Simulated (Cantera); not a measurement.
An adiabatic, constant-pressure homogeneous reactor starts with CO : H₂ : O₂ : N₂ = 1 : 0.4 : 1.32 : 4.97 (molar parts), equivalence ratio 0.53, at 1525 K and 4.93 atm. Integrator tolerance rtol = 1e-08.

Detailed kinetics in Cantera: GRI-Mech 3.0 (53 species, 325 reactions). The hydrogen kinetics of GRI-Mech 3.0 are dated; newer H2 mechanisms differ, most at raised pressure.

Question: What does this change do: O2 1.32 to 1.8 parts?

Answer: 
| quantity | before | after |
|---|---|---|
| time of steepest temperature rise | 4.46 µs | 4.09 µs |
| temperature at 0.700 s | 2650 K | 2607 K |
| equilibrium temperature | 2650 K | 2607 K |
| x(CO) at 0.700 s | 0.0153 (gas-phase equilibrium 0.0153) | 0.00950 (gas-phase equilibrium 0.00950) |
| x(H₂) at 0.700 s | 0.000940 (gas-phase equilibrium 0.000940) | 0.000573 (gas-phase equilibrium 0.000573) |
| x(O₂) at 0.700 s | 0.0831 (gas-phase equilibrium 0.0831) | 0.137 (gas-phase equilibrium 0.137) |
| x(NO) at 0.700 s | 0.0175 (gas-phase equilibrium 0.0175) | 0.0202 (gas-phase equilibrium 0.0202) |
| x(CO₂) at 0.700 s | 0.126 (gas-phase equilibrium 0.126) | 0.123 (gas-phase equilibrium 0.123) |
| x(H) at 0.700 s | 0.000648 (gas-phase equilibrium 0.000648) | 0.000426 (gas-phase equilibrium 0.000426) |
| x(OH) at 0.700 s | 0.00854 (gas-phase equilibrium 0.00854) | 0.00833 (gas-phase equilibrium 0.00833) |

Question: What does this change do: constant volume in place of constant pressure?

Answer: 
```csv
quantity,before,after
time of steepest temperature rise,4.46 µs,4.45 µs
temperature at 0.700 s,2650 K,2804 K
equilibrium temperature,2650 K,2804 K
x(CO) at 0.700 s,0.0153 (gas-phase equilibrium 0.0153),0.0220 (gas-phase equilibrium 0.0220)
x(H₂) at 0.700 s,0.000940 (gas-phase equilibrium 0.000940),0.00130 (gas-phase equilibrium 0.00130)
x(O₂) at 0.700 s,0.0831 (gas-phase equilibrium 0.0831),0.0826 (gas-phase equilibrium 0.0826)
x(NO) at 0.700 s,0.0175 (gas-phase equilibrium 0.0175),0.0218 (gas-phase equilibrium 0.0218)
x(CO₂) at 0.700 s,0.126 (gas-phase equilibrium 0.126),0.119 (gas-phase equilibrium 0.119)
x(H) at 0.700 s,0.000648 (gas-phase equilibrium 0.000648),0.00103 (gas-phase equilibrium 0.00103)
x(OH) at 0.700 s,0.00854 (gas-phase equilibrium 0.00854),0.0110 (gas-phase equilibrium 0.0110)
```
